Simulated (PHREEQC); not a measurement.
Brine: an equilibrium model

Solution (80 °C): 0.54 mol/kgw KCl. Closed to the air; pH follows from the charge balance.

Equilibrium calculation in PHREEQC: Pitzer model, pitzer.dat.

```
Property                     Result
--------------------  -------------
ionic strength        0.540 mol/kgw
activity of water             0.983
specific conductance   138000 µS/cm
density                 0.996 g/cm³
osmotic coefficient           0.899
```

```csv
species,molality,activity,log γ
Cl-,0.540,0.339,-0.202
K+,0.540,0.339,-0.202
OH-,7.46e-7,4.83e-7,-0.189
H+,7.46e-7,5.25e-7,-0.153
```

No solid was allowed to form. At this temperature some constants are extrapolated from 25 °C, and those without enthalpy data are left unchanged.
